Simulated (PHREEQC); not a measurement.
A PHREEQC input (ion-association model, phreeqc.dat):

```
SOLUTION 1
  temp 25
  units mg/L
  pH 7.22 charge
  pe 10.4
  Na 61.2
  K 23.7
  Ca 63.3
  Mg 21.2
  Cl 148
  S(6) 22.4 as SO4
  Alkalinity 211 as HCO3
  Sr 0.258
  Cd 0.496
END
USE solution 1
EQUILIBRIUM_PHASES 1
  Gypsum 0 0
  CO2(g) -2.5 10
END
```

It stops with these messages:

```
ERROR: pH adustment cannot attain charge balance when alkalinity is fixed.
ERROR: Program terminating due to input errors.
```

The fault: pH asked from the charge balance while alkalinity is fixed. The line should read `pH 7.22` where the input has `pH 7.22 charge`. With the mend the run ends at pH 7.80 and ionic strength 0.0105 mol/kgw.
